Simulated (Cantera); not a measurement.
An isothermal, constant-pressure homogeneous reactor starts with CO : O₂ : H₂O : N₂ = 0.0086 : 0.079 : 0.066 : 1 (molar parts), equivalence ratio 0.054, at 1075 K and 825 Torr.

Detailed kinetics in Cantera: GRI-Mech 3.0 (53 species, 325 reactions).

x: mole fraction; the columns are a selection and need not sum to one.

| t (s) | x CO | x O₂ | x H₂O | x O | x NO | x CO₂ |
|---|---|---|---|---|---|---|
| 2.00e-5 | 0.00745 | 0.0685 | 0.0572 | 5.78e-11 | <1e-12 | 6.12e-11 |
| 5.70e-5 | 0.00745 | 0.0685 | 0.0572 | 1.56e-10 | <1e-12 | 1.88e-10 |
| 0.000162 | 0.00745 | 0.0685 | 0.0572 | 4.34e-10 | <1e-12 | 7.43e-10 |
| 0.000462 | 0.00745 | 0.0685 | 0.0572 | 1.59e-9 | <1e-12 | 5.14e-9 |
| 0.00132 | 0.00745 | 0.0685 | 0.0572 | 1.57e-8 | <1e-12 | 9.01e-8 |
| 0.00375 | 0.00743 | 0.0685 | 0.0572 | 2.86e-6 | <1e-12 | 2.74e-5 |
| 0.0107 | 0.00626 | 0.0679 | 0.0572 | 8.87e-6 | 7.04e-11 | 0.00120 |
| 0.0304 | 0.00384 | 0.0668 | 0.0573 | 5.13e-6 | 2.29e-10 | 0.00363 |
| 0.0866 | 0.00145 | 0.0657 | 0.0574 | 1.61e-6 | 3.63e-10 | 0.00602 |
| 0.247 | ___ | 0.0651 | 0.0574 | ___ | 3.61e-10 | 0.00716 |
| 0.702 | 5.02e-5 | 0.0650 | 0.0574 | 2.02e-8 | 3.78e-10 | 0.00743 |
| 2.00 | ___ | 0.0650 | 0.0574 | ___ | 6.49e-10 | 0.00748 |

Problem. Fill in the missing entries.

Solution. 
- 0.247, x CO: 0.000325
- 0.247, x O: 2.33e-7
- 2.00, x CO: 3.79e-6
- 2.00, x O: 2.13e-9
